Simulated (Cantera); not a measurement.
Charge: 1 mol B2O3, 6.5 mol Cl2, 23 mol N2, at 925 K and 3.40e-5 bar.

Method: chemical equilibrium by Gibbs-energy minimisation in Cantera with the NASA 1993 tables (ideal gas, pure condensed phases). Candidate condensed phases: B, BN, B2O3; 25 gas species. Equilibrium is a limit: real reactors are often held back by kinetics, nucleation or transport.

Base state: N2 0.776, Cl2 0.215, Cl 0.00919 (mole fractions); condensed: B2O3(l).

### Question
What changes in the equilibrium state with this change: temperature from 925 K to 848 K?

### Answer
```tsv
species	before	after
N2	0.776	0.779
Cl2	0.215	0.219
Cl	0.00919	0.00215
B2O3(l), mol	1.000	1.000
```
